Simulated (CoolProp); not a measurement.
Vapour-liquid equilibrium of propane (1) + R236EA (2) at 196 kPa; x and y are mole fractions of (1).

The numbers come from the multi-fluid Helmholtz-energy mixture model, Lemmon 2009 and Rui 2013; pair parameters Bell 2016 in CoolProp.

**Question.** Give the bubble temperature and the first vapour's composition at x = 0.05, 0.35, 0.8. Is there an azeotrope?

**Answer.** x = 0.05: 279.7 K, y = 0.482; x = 0.35: 250.4 K, y = 0.885; x = 0.8: 248.5 K, y = 0.910. No azeotrope shows between x = 0.05 and 0.95.

Pair parameters are fitted to limited data, so mixtures are less certain than the pure fluids. With so large a gap from Raoult's law the liquid may split in two, which this calculation doesn't test in full.
